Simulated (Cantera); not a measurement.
Moist CO burnout

A perfectly stirred reactor is fed with 0.586 % CO, 0.361 % O₂, 8.84 % H₂O, 90.2 % N₂, equivalence ratio 0.81, at 10.0 bar; it is held at 950 K, and followed from long to short residence time.

Detailed kinetics in Cantera: GRI-Mech 3.0 (53 species, 325 reactions).

```json
[
 {"τ (s)": "14", "x CO": "0.00236", "x O₂": "0.00187", "x H₂O": "0.0885", "x CO₂": "0.00352", "x NO₂": "4.28e-12", "x OH": "2.69e-9"},
 {"τ (s)": "5.0", "x CO": "0.00353", "x O₂": "0.00245", "x H₂O": "0.0885", "x CO₂": "0.00234", "x NO₂": "1.43e-12", "x OH": "3.27e-9"},
 {"τ (s)": "1.8", "x CO": "0.00462", "x O₂": "0.00299", "x H₂O": "0.0884", "x CO₂": "0.00125", "x NO₂": "<1e-12", "x OH": "3.65e-9"},
 {"τ (s)": "0.63", "x CO": "0.00535", "x O₂": "0.00336", "x H₂O": "0.0884", "x CO₂": "0.000511", "x NO₂": "<1e-12", "x OH": "3.62e-9"},
 {"τ (s)": "0.22", "x CO": "0.00571", "x O₂": "0.00353", "x H₂O": "0.0884", "x CO₂": "0.000156", "x NO₂": "<1e-12", "x OH": "2.90e-9"},
 {"τ (s)": "0.078", "x CO": "0.00584", "x O₂": "0.00360", "x H₂O": "0.0884", "x CO₂": "2.45e-5", "x NO₂": "<1e-12", "x OH": "1.16e-9"},
 {"τ (s)": "0.027", "x CO": "0.00586", "x O₂": "0.00361", "x H₂O": "0.0884", "x CO₂": "1.86e-7", "x NO₂": "<1e-12", "x OH": "2.37e-11"},
 {"τ (s)": "0.0097", "x CO": "0.00586", "x O₂": "0.00361", "x H₂O": "0.0884", "x CO₂": "1.46e-8", "x NO₂": "<1e-12", "x OH": "5.25e-12"},
 {"τ (s)": "0.0034", "x CO": "0.00586", "x O₂": "0.00361", "x H₂O": "0.0884", "x CO₂": "2.01e-9", "x NO₂": "<1e-12", "x OH": "2.14e-12"},
 {"τ (s)": "0.0012", "x CO": "0.00586", "x O₂": "0.00361", "x H₂O": "0.0884", "x CO₂": "3.92e-10", "x NO₂": "<1e-12", "x OH": "1.23e-12"},
 {"τ (s)": "0.00042", "x CO": "0.00586", "x O₂": "0.00361", "x H₂O": "0.0884", "x CO₂": "9.69e-11", "x NO₂": "<1e-12", "x OH": "<1e-12"}
]
```
x: mole fraction; the columns are a selection and need not sum to one.
